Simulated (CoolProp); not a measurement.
Values from CoolProp's reference Helmholtz-energy equation of state, Lemmon 2013.

Give the vapour pressure (kPa), liquid density (kg/m³), vapour density (kg/m³), surface tension (mN/m) of saturated propylene at -8.55, 9.45 °C.


```csv
T (°C),p (kPa),liquid density (kg/m³),vapour density (kg/m³),surface tension (mN/m)
-8.55,449,559,9.55,11.3
9.45,767,532,16.1,8.94
```

Surface tension comes from a separate correlation (Mulero 2012).
